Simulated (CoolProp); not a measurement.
Vapour-liquid equilibrium of 1-butene (1) + n-butane (2) at 328.8 K; x and y are mole fractions of (1).

Model: multi-fluid Helmholtz-energy mixture model, Lemmon 2005 and Bücker 2006; pair parameters Bell 2016, in CoolProp.

| x | bubble pressure, mixture model (MPa) | bubble pressure, Raoult's law (MPa) | y, mixture model | y, Raoult's law |
|---|---|---|---|---|
| 0.05 | 0.5789 | 0.5786 | 0.058 | 0.059 |
| 0.15 | 0.5911 | 0.5899 | … | 0.174 |
| 0.25 | 0.6035 | 0.6011 | … | 0.285 |
| 0.35 | 0.6159 | 0.6124 | … | 0.392 |
| 0.45 | 0.6281 | 0.6236 | 0.490 | 0.495 |
| 0.55 | 0.6400 | 0.6349 | 0.588 | 0.594 |
| 0.65 | 0.6514 | 0.6462 | 0.683 | 0.690 |
| 0.75 | 0.6622 | 0.6574 | 0.775 | 0.782 |
| 0.85 | 0.6722 | 0.6687 | 0.865 | 0.871 |
| 0.95 | 0.6814 | 0.6800 | 0.955 | 0.958 |

Fill in the missing entries.


- 0.15, y, mixture model: 0.172
- 0.25, y, mixture model: 0.282
- 0.35, y, mixture model: 0.388

The largest gap from Raoult's law is +0.8 % in bubble pressure, at x = 0.65. No azeotrope shows between x = 0.05 and 0.95.

The pair parameters rest on a limited set of measurements; away from them the model extrapolates.
